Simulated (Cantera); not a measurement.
Cantera run:

```python
import numpy as np
import cantera as ct

gas_names = """
    Cu CuF CuF2 Cu2 F F2 N NF NF2 NF3 N2
""".split()
cond_names = """
    Cu(cr) Cu(L) CuF2(s) CuF2(L)
""".split()


# ... load() reads the species with a 1 bar reference pressure and builds the phases ...
atoms = {
    'Cu': {'Cu': 1},
    'F2': {'F': 2},
    'N2': {'N': 2},
}
top_T = {}  # K; cautious upper limits of use, not melting points


# ... equilibrate(T, P, feed) seeds the gas with the atoms and calls Mixture.equilibrate('TP', solver="vcs", rtol=1e-11, max_steps=5000) ...
results = []
feed = {'Cu': 1, 'F2': 0.42, 'N2': 16}  # mol
T = 798.15  # K
P = 420  # Pa
mix = equilibrate(T, P, feed)
results.append((T, P, feed, dict(zip(mix.species_names, mix.species_moles))))
print(gas.report(threshold=0.0001))
for i in range(1, mix.n_phases):
    print(f"{mix.phase(i).name:16s} {mix.phase_moles(i):12.5e} mol")
```

Result:

```
       temperature   798.15 K
          pressure   420 Pa
           density   0.001773 kg/m^3
  mean mol. weight   28.014 kg/kmol
   phase of matter   gas

                          1 kg             1 kmol
                     ---------------   ---------------
          enthalpy        5.3495e+05        1.4986e+07  J
   internal energy        2.9806e+05          8.35e+06  J
           entropy            9511.2        2.6645e+05  J/K
    Gibbs function       -7.0564e+06       -1.9768e+08  J
 heat capacity c_p            1121.4             31415  J/K
 heat capacity c_v            824.61             23101  J/K

                      mass frac. Y      mole frac. X     chem. pot. / RT
                     ---------------   ---------------   ---------------
                N2           0.99999                 1           -29.788
     [  +10 minor]         9.287e-06        2.8817e-06

Cu(cr)            5.79986e-01 mol
CuF2(s)           4.19968e-01 mol
```

Equilibrium computed with Cantera from the NASA thermochemical tables; the gas is ideal and each condensed phase is pure.
